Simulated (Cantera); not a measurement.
Mixture: 13.3 % CH₄, 0.994 % H₂, 18.0 % O₂, 67.7 % N₂, at 23.7 atm, adiabatic and at constant volume. Ignition delay is the time to a rise of 400 K.

Model: GRI-Mech 3.0 (53 species, 325 reactions), integrated in Cantera. The pressure lies above the range GRI-Mech 3.0 was tuned for (to about 10 atm). Below about 1000 K GRI-Mech 3.0 lacks low-temperature oxidation paths.

Question: Predict: delay at 950 K; delay at 1025 K; delay at 1100 K; delay at 1175 K; delay at 1250 K; delay at 1325 K; apparent activation energy between 1175 and 1325 K.

Answer: delay at 950 K: 24.5 ms
delay at 1025 K: 5.73 ms
delay at 1100 K: 1.95 ms
delay at 1175 K: 0.876 ms
delay at 1250 K: 0.453 ms
delay at 1325 K: 0.246 ms
apparent activation energy between 1175 and 1325 K: 110 kJ/mol
